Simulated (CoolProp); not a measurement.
The fluid at 298.15 K and 0.11 MPa (gas) is heated at constant pressure to 391 K. The same conditions are run with several fluids, on thermodynamics alone (safety and materials aside).

Computed with CoolProp (reference Helmholtz-energy equation of state of each fluid (ethylene: Smukala 2000; carbon dioxide: Span 1996; R114: Platzer 1990; R115: Lemmon 2016)). The equations of Platzer and Polt are older, rougher fits.

```tsv
fluid	heat (kJ/kg)	final density (kg/m³)
ethylene	___	0.952
carbon dioxide	___	___
R114	___	___
R115	___	___
```

**Question.** Some entries are withheld; supply them.

**Answer.** 
- ethylene, heat (kJ/kg): 158
- carbon dioxide, heat (kJ/kg): 83.0
- carbon dioxide, final density (kg/m³): 1.49
- R114, heat (kJ/kg): 69.2
- R114, final density (kg/m³): 5.87
- R115, heat (kJ/kg): 72.2
- R115, final density (kg/m³): 5.27
